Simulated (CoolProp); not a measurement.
Hydrogen chloride along the isobar 99.6 bar: density (kg/m³) from the reference equation and from simpler models built on Tc = 51.5 °C, pc = 83.14 bar, ω = 0.130; each cubic takes its own stable root.

Model: reference Helmholtz-energy equation of state, Thol 2018, in CoolProp.

```tsv
T (°C)	phase	reference
34.45	liquid	809.9
45.95	liquid	729.6
57.55	supercritical	568.4
69.05	supercritical	270.7
80.65	supercritical	212.6
92.15	supercritical	184.8
103.75	supercritical	166.6
115.25	supercritical	153.4
126.85	supercritical	142.9
138.35	supercritical	134.5
149.95	supercritical	127.3
161.45	supercritical	121.2
173.05	supercritical	115.8
184.65	supercritical	111.0
196.15	supercritical	106.7
207.75	supercritical	102.8
```

**Question.** How far does each simpler model (van der Waals, Redlich-Kwong, Soave-Redlich-Kwong, Peng-Robinson) lie from the reference over these 16 states: mean and median of the absolute difference, and the worst?

**Answer.** 
- van der Waals: mean 8.1 %, median 2.0 %, worst -37.7 % at 34.45 °C and 99.6 bar
- Redlich-Kwong: mean 4.4 %, median 0.3 %, worst -21.6 % at 45.95 °C and 99.6 bar
- Soave-Redlich-Kwong: mean 6.8 %, median 3.2 %, worst -23.2 % at 57.55 °C and 99.6 bar
- Peng-Robinson: mean 2.7 %, median 0.5 %, worst -16.5 % at 57.55 °C and 99.6 bar
